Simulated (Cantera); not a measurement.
A Cantera script and its output.

```python
import numpy as np
import cantera as ct

gas = ct.Solution("h2o2.yaml")
gas.TPX = 500, 500000, {'H2': 1, 'O2': 0.685, 'N2': 2.58}
flame = ct.FreeFlame(gas, width=0.013)
flame.set_refine_criteria(ratio=3, slope=0.08, curve=0.16)
flame.transport_model = "mixture-averaged"
flame.solve(loglevel=0, auto=True)
flame.transport_model = "multicomponent"
flame.soret_enabled = True
flame.solve(loglevel=0, refine_grid=True)
z, T = flame.grid, flame.T
thick = (T[-1] - T[0]) / np.gradient(T, z).max()
show = ['H2', 'O2', 'OH', 'HO2', 'H', 'H2O2']
print(f"laminar burning velocity  {flame.velocity[0] * 100:.3f} cm/s")
print(f"burnt temperature         {T[-1]:.1f} K")
print(f"thermal thickness         {thick * 1e3:.4f} mm")
print(f"grid points               {len(z)}")
z0 = z[flame.heat_release_rate.argmax()]
print(f"{'z/mm':>9s}{'T/K':>9s}{'u/(m/s)':>9s}" + "".join(f"{s:>11s}" for s in show))
rows = []
for k in (-3, -2, -1.5, -1, -0.5, -0.25, 0, 0.25, 0.5, 1, 2, 4, 8):
    zz = z0 + k * thick
    rows.append([k * thick, np.interp(zz, z, T), np.interp(zz, z, flame.velocity),
                 *(np.interp(zz, z, flame.X[gas.species_index(s)]) for s in show)])
    print(f"{rows[-1][0] * 1e3:9.3f}{rows[-1][1]:9.1f}{rows[-1][2]:9.3f}" + "".join(f"{x:11.3e}" for x in rows[-1][3:]))
```

Result:

```
laminar burning velocity  228.472 cm/s
burnt temperature         2169.9 K
thermal thickness         0.0574 mm
grid points               107
     z/mm      T/K  u/(m/s)         H2         O2         OH        HO2          H       H2O2
   -0.172    500.0    2.283  2.339e-01  1.607e-01  1.108e-12  9.951e-09  1.859e-13  1.885e-09
   -0.115    500.2    2.278  2.315e-01  1.612e-01  3.022e-11  1.910e-07  4.988e-12  3.723e-08
   -0.086    501.5    2.268  2.258e-01  1.624e-01  3.484e-10  1.856e-06  5.256e-11  3.681e-07
   -0.057    509.2    2.260  2.094e-01  1.658e-01  9.218e-09  1.859e-05  1.158e-09  3.665e-06
   -0.029    633.4    2.665  1.558e-01  1.706e-01  3.866e-05  5.735e-04  1.975e-05  8.146e-05
   -0.014    956.7    3.937  1.145e-01  1.549e-01  7.224e-04  7.663e-04  1.029e-03  1.253e-04
    0.000   1354.6    5.529  6.876e-02  1.199e-01  2.722e-03  4.013e-04  5.303e-03  3.194e-05
    0.014   1632.9    6.656  3.429e-02  8.629e-02  6.556e-03  2.157e-04  8.531e-03  5.815e-06
    0.029   1793.6    7.303  1.854e-02  6.889e-02  9.629e-03  1.300e-04  8.002e-03  3.471e-06
    0.057   1953.0    7.925  9.563e-03  5.892e-02  1.116e-02  6.617e-05  4.641e-03  2.055e-06
    0.115   2070.4    8.363  4.993e-03  5.583e-02  9.456e-03  2.973e-05  1.661e-03  1.232e-06
    0.230   2135.2    8.596  2.081e-03  5.505e-02  6.549e-03  1.226e-05  4.194e-04  7.382e-07
    0.460   2161.6    8.689  8.259e-04  5.513e-02  4.344e-03  6.187e-06  1.063e-04  4.912e-07
```

Computed with Cantera and the H2/O2 subset of GRI-Mech 3.0, which has no nitrogen chemistry. The hydrogen kinetics of GRI-Mech 3.0 are dated; newer H2 mechanisms differ, most at raised pressure. Burning velocities carry a grid error of a few per cent, more on coarse grids.
